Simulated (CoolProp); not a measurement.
Vapour-liquid equilibrium of cis-2-butene (1) + acetone (2) at 60.4 kPa; x and y are mole fractions of (1).

Model: multi-fluid Helmholtz-energy mixture model, Lemmon 2005 and Lemmon 2006; pair parameters Bell 2016, in CoolProp.

| x | bubble temperature (K) | y at the bubble point | dew temperature at overall composition x (K) | liquid density (mol/L) |
|---|---|---|---|---|
| 0.05 | 300.1 | 0.466 | 313.6 | 13.31 |
| 0.2 | 278.7 | 0.824 | 309.3 | 13.27 |
| 0.35 | 271.6 | 0.891 | 304.5 | 12.97 |
| 0.5 | 268.9 | 0.913 | 298.7 | 12.62 |
| 0.65 | 267.5 | 0.926 | 291.3 | 12.28 |
| 0.8 | 266.2 | 0.942 | 280.9 | 11.98 |
| 0.95 | 264.6 | 0.978 | 265.8 | 11.73 |

No azeotrope shows between x = 0.05 and 0.95.

Pair parameters are fitted to limited data, so mixtures are less certain than the pure fluids. With so large a gap from Raoult's law the liquid may split in two, which this calculation doesn't test in full.
